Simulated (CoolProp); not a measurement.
R410A along the isobar 25.7 bar: density (kg/m³) from the reference equation and from simpler models built on Tc = 344.5 K, pc = 49.01 bar, ω = 0.296; each cubic takes its own stable root.

Computed with CoolProp (reference Helmholtz-energy equation of state, Lemmon 2003). It is a pseudo-pure fit of the blend.

| T (K) | phase | reference |
|---|---|---|
| 230.4 | liquid | 1328 |
| 239.4 | liquid | 1299 |
| 248.4 | liquid | 1269 |
| 257.4 | liquid | 1238 |
| 266.4 | liquid | 1205 |
| 275.5 | liquid | 1170 |
| 284.5 | liquid | 1132 |
| 293.5 | liquid | 1091 |
| 302.5 | liquid | 1044 |

How far does each simpler model (van der Waals, Soave-Redlich-Kwong, Peng-Robinson) lie from the reference over these 9 states: mean and median of the absolute difference, and the worst?


- van der Waals: mean 49.6 %, median 44.5 %, worst -90.1 % at 302.5 K and 25.7 bar
- Soave-Redlich-Kwong: mean 17.2 %, median 16.7 %, worst -19.6 % at 302.5 K and 25.7 bar
- Peng-Robinson: mean 6.2 %, median 5.6 %, worst -8.8 % at 302.5 K and 25.7 bar

At some of these states van der Waals gives the other phase, because its saturation line lies elsewhere.
